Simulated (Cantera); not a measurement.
An adiabatic, constant-pressure homogeneous reactor starts with H2 : O2 : N2 = 1 : 0.263 : 0.989 (molar parts), equivalence ratio 1.9, at 1175 K and 0.200 bar. Integrator tolerance rtol = 1e-08.

Cantera simulation using GRI-Mech 3.0 (53 species, 325 reactions); the numbers are that mechanism's predictions, not measurements.

Question: What does this change do: initial temperature 1175 to 1650 K?

Answer: 
```csv
quantity,before,after
time of steepest temperature rise,0.276 ms,43.7 µs
temperature at 2.00 s,2563 K,2715 K
equilibrium temperature,2563 K,2715 K
x(H2) at 2.00 s,0.222 (gas-phase equilibrium 0.222),0.213 (gas-phase equilibrium 0.213)
x(O2) at 2.00 s,0.000401 (gas-phase equilibrium 0.000401),0.00139 (gas-phase equilibrium 0.00139)
x(H2O2) at 2.00 s,1.78e-8 (gas-phase equilibrium 1.78e-8),4.09e-8 (gas-phase equilibrium 4.09e-8)
x(H) at 2.00 s,0.0349 (gas-phase equilibrium 0.0349),0.0625 (gas-phase equilibrium 0.0625)
x(NO) at 2.00 s,0.000881 (gas-phase equilibrium 0.000881),0.00206 (gas-phase equilibrium 0.00206)
```

Question: What does this change do: pressure from 0.200 bar to 1.00 bar?

Answer: 
```
quantity                                                              before                                      after
---------------------------------  -----------------------------------------  -----------------------------------------
time of steepest temperature rise                                   0.276 ms                                    59.0 µs
temperature at 2.00 s                                                 2563 K                                     2657 K
equilibrium temperature                                               2563 K                                     2657 K
x(H2) at 2.00 s                          0.222 (gas-phase equilibrium 0.222)        0.228 (gas-phase equilibrium 0.228)
x(O2) at 2.00 s                    0.000401 (gas-phase equilibrium 0.000401)  0.000185 (gas-phase equilibrium 0.000185)
x(H2O2) at 2.00 s                    1.78e-8 (gas-phase equilibrium 1.78e-8)    3.33e-8 (gas-phase equilibrium 3.33e-8)
x(H) at 2.00 s                         0.0349 (gas-phase equilibrium 0.0349)      0.0232 (gas-phase equilibrium 0.0232)
x(NO) at 2.00 s                    0.000881 (gas-phase equilibrium 0.000881)  0.000699 (gas-phase equilibrium 0.000699)
```

Question: What does this change do: initial temperature 1175 to 1600 K?

Answer: 
```tsv
quantity	before	after
time of steepest temperature rise	0.276 ms	50.5 µs
temperature at 2.00 s	2563 K	2701 K
equilibrium temperature	2563 K	2701 K
x(H2) at 2.00 s	0.222 (gas-phase equilibrium 0.222)	0.214 (gas-phase equilibrium 0.214)
x(O2) at 2.00 s	0.000401 (gas-phase equilibrium 0.000401)	0.00126 (gas-phase equilibrium 0.00126)
x(H2O2) at 2.00 s	1.78e-8 (gas-phase equilibrium 1.78e-8)	3.83e-8 (gas-phase equilibrium 3.83e-8)
x(H) at 2.00 s	0.0349 (gas-phase equilibrium 0.0349)	0.0595 (gas-phase equilibrium 0.0595)
x(NO) at 2.00 s	0.000881 (gas-phase equilibrium 0.000881)	0.00192 (gas-phase equilibrium 0.00192)
```
